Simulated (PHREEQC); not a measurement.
Solution (20 °C): 0.0026 mol Al(NO3)3, 0.00062 mol Li2SO4 and 0.15 mol KNO3 per kg of water. Closed to the air; pH follows from the charge balance.

All values are PHREEQC results (ion-association model, wateq4f.dat), not measurements.

Precipitation was switched off in this run.

Q: Estimate the pH.

A: pH 4.11.

Q: In which forms is S present?

A: SO4-2 58 %, AlSO4+ 25 %, KSO4- 17 % of the S.

The solution is supersaturated, for example in Basaluminite, Gibbsite (slow to form), so a real one may precipitate; this is no full list. Species that the database lacks are ignored.
